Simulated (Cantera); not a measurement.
Feed: 1 mol trisilylamine, a varied amount of N2, equilibrated at 1925 K and 0.160 bar.

Method: chemical equilibrium by Gibbs-energy minimisation in Cantera with the NASA 1993 tables (ideal gas, pure condensed phases). Candidate condensed phases: Si, Si3N4; 18 gas species. The feed counts by its element totals alone. Mutual solubility and eutectic melting of coexisting phases are not modelled. Gases not in the tables: Si2H6 and higher silanes. Kinetics and transport are ignored.

### Question
Which condensed phases are stable at each of these points (n(N2) (mol)): 0.27, 0.39, 0.56, 0.8, 1.1, 1.6, 2.3, 3.3, 4.7, 6.7?

### Answer
```json
[
 {"n(N2) (mol)": "0.27", "condensed phases": "Si(l)", "Si condensed (%)": "100.0"},
 {"n(N2) (mol)": "0.39", "condensed phases": "Si(l)", "Si condensed (%)": "100.0"},
 {"n(N2) (mol)": "0.56", "condensed phases": "Si(l)", "Si condensed (%)": "100.0"},
 {"n(N2) (mol)": "0.8", "condensed phases": "Si(l)", "Si condensed (%)": "100.0"},
 {"n(N2) (mol)": "1.1", "condensed phases": "Si(l)", "Si condensed (%)": "100.0"},
 {"n(N2) (mol)": "1.6", "condensed phases": "Si(l)", "Si condensed (%)": "100.0"},
 {"n(N2) (mol)": "2.3", "condensed phases": "Si(l) + Si3N4(s)", "Si condensed (%)": "99.9"},
 {"n(N2) (mol)": "3.3", "condensed phases": "Si(l) + Si3N4(s)", "Si condensed (%)": "99.9"},
 {"n(N2) (mol)": "4.7", "condensed phases": "Si3N4(s)", "Si condensed (%)": "100.0"},
 {"n(N2) (mol)": "6.7", "condensed phases": "Si3N4(s)", "Si condensed (%)": "99.9"}
]
```

From 0.27 mol N2 to 1.6 mol N2 the condensed part is Si(l). From 2.3 mol N2 to 3.3 mol N2 the condensed part is Si(l) + Si3N4(s). From 4.7 mol N2 to 6.7 mol N2 the condensed part is Si3N4(s).
